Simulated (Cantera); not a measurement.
A Cantera script and its output.

```python
import numpy as np
import cantera as ct

gas = ct.Solution("h2o2.yaml")
gas.TPX = 600, 101325, {'H2': 1, 'O2': 0.179, 'N2': 0.671}
flame = ct.FreeFlame(gas, width=0.04)
flame.set_refine_criteria(ratio=3, slope=0.08, curve=0.16)
flame.transport_model = "mixture-averaged"
flame.solve(loglevel=0, auto=True)
z, T = flame.grid, flame.T
thick = (T[-1] - T[0]) / np.gradient(T, z).max()
show = ['H2', 'O2', 'OH', 'O', 'H', 'HO2']
print(f"laminar burning velocity  {flame.velocity[0] * 100:.3f} cm/s")
print(f"burnt temperature         {T[-1]:.1f} K")
print(f"thermal thickness         {thick * 1e3:.4f} mm")
print(f"grid points               {len(z)}")
z0 = z[flame.heat_release_rate.argmax()]
print(f"{'z/mm':>9s}{'T/K':>9s}{'u/(m/s)':>9s}" + "".join(f"{s:>11s}" for s in show))
rows = []
for k in (-3, -2, -1.5, -1, -0.5, -0.25, 0, 0.25, 0.5, 1, 2, 4, 8):
    zz = z0 + k * thick
    rows.append([k * thick, np.interp(zz, z, T), np.interp(zz, z, flame.velocity),
                 *(np.interp(zz, z, flame.X[gas.species_index(s)]) for s in show)])
    print(f"{rows[-1][0] * 1e3:9.3f}{rows[-1][1]:9.1f}{rows[-1][2]:9.3f}" + "".join(f"{x:11.3e}" for x in rows[-1][3:]))
```

Result:

```
laminar burning velocity  810.264 cm/s
burnt temperature         2064.0 K
thermal thickness         0.4730 mm
grid points               133
     z/mm      T/K  u/(m/s)         H2         O2         OH          O          H        HO2
   -1.419    600.0    8.103  5.405e-01  9.676e-02  2.059e-18  5.471e-17  6.903e-16  5.798e-13
   -0.946    600.0    8.103  5.405e-01  9.676e-02  1.936e-15  4.800e-14  1.222e-12  1.226e-10
   -0.710    600.0    8.103  5.405e-01  9.676e-02  3.066e-13  7.034e-12  2.695e-10  8.783e-09
   -0.473    600.1    8.103  5.405e-01  9.676e-02  6.449e-10  3.926e-09  2.134e-07  1.539e-06
   -0.237    631.2    8.478  5.364e-01  9.647e-02  7.095e-05  1.579e-05  4.396e-04  2.191e-04
   -0.118    830.1   10.914  5.084e-01  9.053e-02  3.872e-04  2.281e-04  8.157e-03  1.356e-04
    0.000   1181.0   15.139  4.267e-01  5.965e-02  1.179e-03  1.715e-03  4.223e-02  5.914e-05
    0.118   1426.7   18.196  3.516e-01  1.624e-02  1.789e-03  1.529e-03  7.400e-02  1.547e-05
    0.237   1531.1   19.462  3.337e-01  2.823e-03  1.681e-03  5.774e-04  7.779e-02  2.570e-06
    0.473   1628.0   20.566  3.372e-01  1.858e-04  1.759e-03  3.010e-04  6.822e-02  1.668e-07
    0.946   1727.7   21.666  3.467e-01  5.957e-05  1.787e-03  2.219e-04  5.424e-02  5.978e-08
    1.892   1823.7   22.700  3.563e-01  3.666e-05  1.631e-03  1.412e-04  4.012e-02  3.900e-08
    3.784   1907.1   23.582  3.649e-01  1.905e-05  1.320e-03  7.486e-05  2.757e-02  2.239e-08
```

Computed with Cantera and the H2/O2 subset of GRI-Mech 3.0, which has no nitrogen chemistry. Burning velocities carry a grid error of a few per cent, more on coarse grids.
